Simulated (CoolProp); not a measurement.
Vapour-liquid equilibrium of R13 (1) + R11 (2) at 256.8 K; x and y are mole fractions of (1).

Values from CoolProp's multi-fluid Helmholtz-energy mixture model, Platzer 1990 and Jacobsen 1992; pair parameters Bell 2016. This equation is an older, rougher fit; its heat capacities, sound speeds and derivatives of the liquid may be far off and weren't checked against measurements.

```csv
x,"bubble pressure, mixture model (kPa)","bubble pressure, Raoult's law (kPa)","y, mixture model","y, Raoult's law"
0.05,116.5,81.44,0.839,0.779
0.2,368.6,269.0,0.951,0.944
0.35,567.5,456.6,0.970,0.973
0.5,728.1,644.2,0.979,0.985
0.65,869.1,831.8,0.984,0.992
0.8,1014,1019,0.990,0.996
0.95,1193,1207,0.997,0.999
```

The largest gap from Raoult's law is +43.1 % in bubble pressure, at x = 0.05. No azeotrope shows between x = 0.05 and 0.95.

Pair parameters are fitted to limited data, so mixtures are less certain than the pure fluids. The gap from Raoult's law changes sign with composition, which may be real or a fault of the pair parameters; it wasn't checked against measurements.
